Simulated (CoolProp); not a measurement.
Vapour pressure (MPa) of R11: the reference equation beside estimates from Tc = 198.0 °C, pc = 4.408 MPa, ω = 0.189. Clausius-Clapeyron is anchored at 53.35 °C with a constant enthalpy of vaporisation of 23.32 kJ/mol.

Computed with CoolProp (reference Helmholtz-energy equation of state, Jacobsen 1992).

```json
[
 {"T (°C)": "19.15", "reference": "0.08597", "Lee-Kesler": "0.08494", "Clausius-Clapeyron": "0.09521", "Peng-Robinson": "0.08648"},
 {"T (°C)": "30.55", "reference": "0.1283", "Lee-Kesler": "0.1274", "Clausius-Clapeyron": "…", "Peng-Robinson": "0.1286"},
 {"T (°C)": "41.95", "reference": "0.1854", "Lee-Kesler": "0.1847", "Clausius-Clapeyron": "…", "Peng-Robinson": "0.1852"},
 {"T (°C)": "53.35", "reference": "0.2602", "Lee-Kesler": "…", "Clausius-Clapeyron": "0.2602", "Peng-Robinson": "0.2594"},
 {"T (°C)": "64.75", "reference": "0.3560", "Lee-Kesler": "0.3565", "Clausius-Clapeyron": "0.3476", "Peng-Robinson": "0.3546"},
 {"T (°C)": "76.15", "reference": "0.4764", "Lee-Kesler": "0.4777", "Clausius-Clapeyron": "0.4558", "Peng-Robinson": "…"},
 {"T (°C)": "87.55", "reference": "0.6250", "Lee-Kesler": "0.6270", "Clausius-Clapeyron": "0.5875", "Peng-Robinson": "0.6223"},
 {"T (°C)": "98.95", "reference": "0.8055", "Lee-Kesler": "0.8079", "Clausius-Clapeyron": "…", "Peng-Robinson": "…"},
 {"T (°C)": "110.35", "reference": "1.022", "Lee-Kesler": "1.024", "Clausius-Clapeyron": "0.9328", "Peng-Robinson": "1.019"},
 {"T (°C)": "121.75", "reference": "1.279", "Lee-Kesler": "1.280", "Clausius-Clapeyron": "1.152", "Peng-Robinson": "…"}
]
```

Q: Complete the blanks.

A: 
- 30.55, Clausius-Clapeyron: 0.1365
- 41.95, Clausius-Clapeyron: 0.1907
- 53.35, Lee-Kesler: 0.2600
- 76.15, Peng-Robinson: 0.4743
- 98.95, Clausius-Clapeyron: 0.7455
- 98.95, Peng-Robinson: 0.8025
- 121.75, Peng-Robinson: 1.276

Absolute difference from the reference over all 10 rows, mean and median: Lee-Kesler 0.4 and 0.3 %, Clausius-Clapeyron 5.9 and 6.2 %, Peng-Robinson 0.3 and 0.3 %.
